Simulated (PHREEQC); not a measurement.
1 kg of water holding 0.015 mol NaCl, 0.0012 mol CaSO4, 0.19 mol NaBr, 0.014 mol KCl and 0.045 mol MgBr2 is evaporated at 30 °C; the solids stay in contact with the brine. CO2 from the air is kept out. The run lets Arcanite, Bischofite, Bloedite, Brucite, Carnallite, Epsomite, Glaserite, Glauberite, Gypsum, Anhydrite, Halite, Hexahydrite, Kainite, Kieserite, Leonite, Mirabilite, Misenite, Polyhalite, Portlandite, Schoenite, Sylvite, Syngenite, Thenardite, MgCl2_4H2O precipitate or redissolve, and no other solid.

Model: Pitzer model, pitzer.dat, run in PHREEQC.

```json
[
 {"water left (kg)": "1", "ionic strength": "0.359", "water activity": "0.991", "Ca in solution (mol/kgw)": "0.00120", "S in solution (mol/kgw)": "0.00120", "Cl in solution (mol/kgw)": "0.0290"},
 {"water left (kg)": "0.8219", "ionic strength": "0.437", "water activity": "0.988", "Ca in solution (mol/kgw)": "0.00146", "S in solution (mol/kgw)": "0.00146", "Cl in solution (mol/kgw)": "0.0353"},
 {"water left (kg)": "0.6755", "ionic strength": "0.531", "water activity": "___", "Ca in solution (mol/kgw)": "0.00178", "S in solution (mol/kgw)": "0.00178", "Cl in solution (mol/kgw)": "0.0429"},
 {"water left (kg)": "0.5552", "ionic strength": "0.646", "water activity": "___", "Ca in solution (mol/kgw)": "0.00216", "S in solution (mol/kgw)": "0.00216", "Cl in solution (mol/kgw)": "0.0522"},
 {"water left (kg)": "0.4563", "ionic strength": "0.786", "water activity": "0.979", "Ca in solution (mol/kgw)": "0.00263", "S in solution (mol/kgw)": "0.00263", "Cl in solution (mol/kgw)": "0.0636"},
 {"water left (kg)": "0.375", "ionic strength": "0.957", "water activity": "___", "Ca in solution (mol/kgw)": "0.00320", "S in solution (mol/kgw)": "0.00320", "Cl in solution (mol/kgw)": "0.0773"},
 {"water left (kg)": "0.3082", "ionic strength": "1.16", "water activity": "0.968", "Ca in solution (mol/kgw)": "0.00389", "S in solution (mol/kgw)": "0.00389", "Cl in solution (mol/kgw)": "0.0941"},
 {"water left (kg)": "0.2533", "ionic strength": "1.42", "water activity": "0.960", "Ca in solution (mol/kgw)": "0.00474", "S in solution (mol/kgw)": "0.00474", "Cl in solution (mol/kgw)": "0.114"},
 {"water left (kg)": "0.2082", "ionic strength": "1.72", "water activity": "0.951", "Ca in solution (mol/kgw)": "0.00576", "S in solution (mol/kgw)": "0.00576", "Cl in solution (mol/kgw)": "0.139"},
 {"water left (kg)": "0.1711", "ionic strength": "2.10", "water activity": "0.938", "Ca in solution (mol/kgw)": "0.00701", "S in solution (mol/kgw)": "0.00701", "Cl in solution (mol/kgw)": "0.169"},
 {"water left (kg)": "0.1407", "ionic strength": "2.55", "water activity": "0.923", "Ca in solution (mol/kgw)": "0.00853", "S in solution (mol/kgw)": "0.00853", "Cl in solution (mol/kgw)": "0.206"},
 {"water left (kg)": "0.1156", "ionic strength": "3.10", "water activity": "___", "Ca in solution (mol/kgw)": "0.0104", "S in solution (mol/kgw)": "0.0104", "Cl in solution (mol/kgw)": "0.251"},
 {"water left (kg)": "0.09502", "ionic strength": "3.78", "water activity": "___", "Ca in solution (mol/kgw)": "0.0126", "S in solution (mol/kgw)": "0.0126", "Cl in solution (mol/kgw)": "0.305"},
 {"water left (kg)": "0.07809", "ionic strength": "4.59", "water activity": "0.840", "Ca in solution (mol/kgw)": "0.0154", "S in solution (mol/kgw)": "0.0154", "Cl in solution (mol/kgw)": "0.371"}
]
```

Q: Complete the blanks.

A: 
- 0.6755, water activity: 0.986
- 0.5552, water activity: 0.983
- 0.375, water activity: 0.974
- 0.1156, water activity: 0.902
- 0.09502, water activity: 0.875
